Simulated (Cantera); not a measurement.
Thermodynamics of fluorocarbon and chlorocarbon gases, feed CF4 + Si

Input: 1 mol CF4, 0.17 mol Si, held at 0.100 bar.

Cantera equilibrium calculation (NASA polynomials, part measured and part estimated; ideal gas, pure solids and liquids). Candidate condensed phases: C, Si, SiC; 23 gas species. The tables' values for SiF3, SiF2, C2F4 are old estimates; treat these amounts as uncertain. Gases not in the tables: C2F6 and larger saturated fluorocarbons. The numbers say what is thermodynamically allowed, not how fast it happens.

From 2400 °C to 2600 °C nothing is condensed. From 2650 °C to 2900 °C the condensed part is C(graphite). The main Si-bearing gas is SiF4 throughout.

```csv
T (°C),log p F,log p CF2,log p CF,log p SiF4,log p CF4,log p C3,log p CF3,log p SiF3,n C(graphite)
2400,-1.33,-1.44,-2.95,-2.12,-2.21,-6.26,-2.81,-4.31,0
2450,-1.30,-1.44,-2.78,-2.14,-2.48,-5.74,-2.92,-4.15,0
2500,-1.28,-1.45,-2.63,-2.16,-2.77,-5.20,-3.03,-3.98,0
2550,-1.27,-1.46,-2.48,-2.18,-3.06,-4.68,-3.16,-3.80,0
2600,-1.26,-1.48,-2.34,-2.20,-3.35,-4.20,-3.29,-3.64,0
2650,-1.24,-1.53,-2.25,-2.22,-3.64,-3.87,-3.43,-3.49,0.0284
2700,-1.22,-1.59,-2.18,-2.25,-3.92,-3.63,-3.57,-3.36,0.0703
2750,-1.20,-1.66,-2.11,-2.27,-4.21,-3.40,-3.73,-3.23,0.100
2800,-1.18,-1.73,-2.05,-2.31,-4.51,-3.18,-3.89,-3.11,0.111
2850,-1.17,-1.81,-2.00,-2.35,-4.81,-2.96,-4.06,-3.00,0.0946
2900,-1.16,-1.90,-1.95,-2.40,-5.12,-2.75,-4.23,-2.90,0.0369
```
log p: log10 of the partial pressure in bar; n: condensed amount in mol.
